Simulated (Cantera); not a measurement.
## NO annealing gas

An isothermal, constant-pressure homogeneous reactor starts with 68.5 % NO, 31.5 % N2, at 1725 K and 130000 Pa.

Model: GRI-Mech 3.0 (53 species, 325 reactions), integrated in Cantera.

```
t (s)       x NO      x O2     x NO2      x O   x N2     x N2O
--------  ------  --------  --------  -------  -----  --------
1.00e-6    0.685  9.64e-12   5.41e-9  6.46e-8  0.315   7.00e-8
4.38e-6    0.685  1.57e-10   8.73e-8  2.20e-7  0.315   3.06e-7
1.92e-5    0.685   1.78e-9   9.29e-7  4.19e-7  0.315   1.34e-6
8.41e-5    0.685   1.42e-8   5.47e-6  4.93e-7  0.315   5.80e-6
0.000368   0.685   1.77e-7   2.65e-5  7.43e-7  0.315   2.41e-5
0.00161    0.685   5.86e-6  0.000128  1.86e-6  0.315   8.54e-5
0.00707    0.684  0.000221  0.000376  4.29e-6  0.315  0.000176
0.0310     0.680   0.00186  0.000448  5.03e-6  0.317  0.000188
0.136      0.666   0.00901  0.000595  6.65e-6  0.324  0.000180
0.595      0.608    0.0375  0.000917  1.09e-5  0.353  0.000149
2.60       0.437     0.123   0.00114  1.84e-5  0.439   7.54e-5
11.4       0.182     0.251  0.000671  2.58e-5  0.566   1.31e-5
50.0      0.0387     0.323  0.000161  2.91e-5  0.638   7.85e-7
```
x: mole fraction; the columns are a selection and need not sum to one.

Equilibrium at this temperature and pressure: NO 0.00372, O2 0.341, NO2 1.59e-5, O 2.99e-5, N2 0.656, N2O 2.25e-7 (gas phase only).
